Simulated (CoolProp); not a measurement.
CH3F (R41) along the isobar 5.38 MPa: Z from the reference equation and from simpler models built on Tc = 317.3 K, pc = 5.906 MPa, ω = 0.200; each cubic takes its own stable root.

Model: reference Helmholtz-energy equation of state, Lemmon 2006, in CoolProp. It is a short technical equation, of lower accuracy than the large ones.

| T (K) | phase | reference |
|---|---|---|
| 198.7 | liquid | 0.1259 |
| 212.1 | liquid | 0.1218 |
| 225.4 | liquid | 0.1187 |
| 238.7 | liquid | 0.1165 |
| 252.1 | liquid | 0.1152 |
| 265.4 | liquid | 0.1152 |
| 278.7 | liquid | 0.1166 |
| 292 | liquid | 0.1205 |
| 305.4 | liquid | 0.1308 |
| 318.7 | gas | 0.5069 |
| 332 | gas | 0.6224 |
| 345.4 | gas | 0.6909 |
| 358.7 | gas | 0.7394 |
| 372 | gas | 0.7766 |
| 385.4 | gas | 0.8066 |
| 398.7 | gas | 0.8310 |

Problem. How far does each simpler model (van der Waals, Redlich-Kwong, Soave-Redlich-Kwong, Peng-Robinson) lie from the reference over these 16 states: mean and median of the absolute difference, and the worst?

Solution. 
- van der Waals: mean 49.7 %, median 83.0 %, worst +86.9 % at 198.7 K and 5.38 MPa
- Redlich-Kwong: mean 20.0 %, median 28.7 %, worst +43.3 % at 305.4 K and 5.38 MPa
- Soave-Redlich-Kwong: mean 18.8 %, median 25.8 %, worst +38.7 % at 305.4 K and 5.38 MPa
- Peng-Robinson: mean 8.8 %, median 11.4 %, worst +23.7 % at 305.4 K and 5.38 MPa
